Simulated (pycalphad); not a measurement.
All values are pycalphad results on the COST 507 light-alloy database (1999) (1 atm), not direct measurements. No gas phase is included, though pure Si would boil below 3225 K. These are 1990s assessments: newer ones move some temperatures and phases. Amounts are mole fractions of atoms.

Give the equilibrium state of Si-43.4C (wt.%) at 3000 K.

CSI, fraction 0.716, with 30.0 C wt.%; GRAPHITE, fraction 0.284, with 100 C wt.%.

Give the equilibrium state of Si-43.4C (wt.%) at 3225 K.

GRAPHITE, fraction 0.543, with 100 C wt.%; LIQUID, fraction 0.457, with 10.6 C wt.%.

Database names, with the compositions (at.%) that they take in these runs: CSI: Si 50 C 50.
